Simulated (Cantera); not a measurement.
**Gas-phase reforming**

A perfectly stirred reactor is fed with 23.9 % CH4, 69.4 % H2O, 4.31 % H2, 2.39 % N2, at 580000 Pa; it is held at 1850 K, and followed from long to short residence time.

Detailed kinetics in Cantera: GRI-Mech 3.0 (53 species, 325 reactions).

```json
[
 {"τ (s)": "0.74", "x CH4": "0.00730", "x H2O": "0.304", "x H2": "0.516", "x C2H": "5.64e-9", "x CH2O": "5.64e-7", "x O2": "4.18e-10", "x CH2": "1.91e-8"},
 {"τ (s)": "0.32", "x CH4": "0.0118", "x H2O": "0.319", "x H2": "0.502", "x C2H": "1.45e-8", "x CH2O": "8.58e-7", "x O2": "4.64e-10", "x CH2": "3.47e-8"},
 {"τ (s)": "0.14", "x CH4": "0.0177", "x H2O": "0.342", "x H2": "0.480", "x C2H": "3.21e-8", "x CH2O": "1.36e-6", "x O2": "5.44e-10", "x CH2": "6.04e-8"},
 {"τ (s)": "0.059", "x CH4": "0.0257", "x H2O": "0.378", "x H2": "0.446", "x C2H": "6.29e-8", "x CH2O": "2.31e-6", "x O2": "6.86e-10", "x CH2": "1.04e-7"},
 {"τ (s)": "0.025", "x CH4": "0.0357", "x H2O": "0.425", "x H2": "0.403", "x C2H": "1.05e-7", "x CH2O": "4.04e-6", "x O2": "9.23e-10", "x CH2": "1.68e-7"},
 {"τ (s)": "0.011", "x CH4": "0.0478", "x H2O": "0.476", "x H2": "0.354", "x C2H": "1.50e-7", "x CH2O": "6.95e-6", "x O2": "1.28e-9", "x CH2": "2.52e-7"},
 {"τ (s)": "0.0047", "x CH4": "0.0643", "x H2O": "0.527", "x H2": "0.302", "x C2H": "1.88e-7", "x CH2O": "1.20e-5", "x O2": "1.83e-9", "x CH2": "3.56e-7"},
 {"τ (s)": "0.0020", "x CH4": "0.0861", "x H2O": "0.571", "x H2": "0.251", "x C2H": "2.03e-7", "x CH2O": "1.98e-5", "x O2": "2.60e-9", "x CH2": "4.70e-7"},
 {"τ (s)": "0.00086", "x CH4": "0.113", "x H2O": "0.607", "x H2": "0.203", "x C2H": "1.88e-7", "x CH2O": "3.09e-5", "x O2": "3.55e-9", "x CH2": "5.85e-7"},
 {"τ (s)": "0.00037", "x CH4": "0.144", "x H2O": "0.635", "x H2": "0.157", "x C2H": "1.47e-7", "x CH2O": "4.51e-5", "x O2": "4.47e-9", "x CH2": "7.03e-7"},
 {"τ (s)": "0.00016", "x CH4": "0.175", "x H2O": "0.658", "x H2": "0.115", "x C2H": "9.22e-8", "x CH2O": "6.01e-5", "x O2": "4.79e-9", "x CH2": "8.16e-7"}
]
```
x: mole fraction; the columns are a selection and need not sum to one.
